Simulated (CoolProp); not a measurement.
Propane at 293.15 K and 6.55 MPa is throttled through a valve to 1.34 MPa with no heat exchange. Each further row changes one setting.

Computed with CoolProp (reference Helmholtz-energy equation of state, Lemmon 2009).

| case | temperature change (K) | final phase | final density (kg/m³) |
|---|---|---|---|
| as stated | +0.7 | liquid | 500 |
| outlet pressure 0.402 MPa | -25.3 | two-phase, vapour fraction 0.175 | 46.9 |
| outlet pressure 1.74 MPa | +0.6 | liquid | 502 |
